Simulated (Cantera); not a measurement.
An adiabatic, constant-volume homogeneous reactor starts with CH4 : O2 : N2 = 1 : 2.9 : 10.9 (molar parts), equivalence ratio 0.69, at 1400 K and 1.00 atm. Integrator tolerance rtol = 1e-08.

Detailed kinetics in Cantera: GRI-Mech 3.0 (53 species, 325 reactions).

### Question
What does this change do: initial temperature 1400 to 1273 K?

### Answer
```json
[
 {"quantity": "time of steepest temperature rise", "before": "2.76 ms", "after": "13.1 ms"},
 {"quantity": "temperature at 2.00 s", "before": "2719 K", "after": "2671 K"},
 {"quantity": "equilibrium temperature", "before": "2719 K", "after": "2671 K"},
 {"quantity": "x(CH4) at 2.00 s", "before": "<1e-12 (gas-phase equilibrium <1e-12)", "after": "<1e-12 (gas-phase equilibrium <1e-12)"},
 {"quantity": "x(O2) at 2.00 s", "before": "0.0554 (gas-phase equilibrium 0.0554)", "after": "0.0553 (gas-phase equilibrium 0.0553)"},
 {"quantity": "x(CO2) at 2.00 s", "before": "0.0500 (gas-phase equilibrium 0.0500)", "after": "0.0532 (gas-phase equilibrium 0.0532)"},
 {"quantity": "x(H2O) at 2.00 s", "before": "0.116 (gas-phase equilibrium 0.116)", "after": "0.119 (gas-phase equilibrium 0.119)"},
 {"quantity": "x(NO) at 2.00 s", "before": "0.0161 (gas-phase equilibrium 0.0161)", "after": "0.0150 (gas-phase equilibrium 0.0150)"},
 {"quantity": "x(HO2) at 2.00 s", "before": "1.14e-5 (gas-phase equilibrium 1.14e-5)", "after": "1.06e-5 (gas-phase equilibrium 1.06e-5)"},
 {"quantity": "x(CH2) at 2.00 s", "before": "<1e-12 (gas-phase equilibrium <1e-12)", "after": "<1e-12 (gas-phase equilibrium <1e-12)"}
]
```
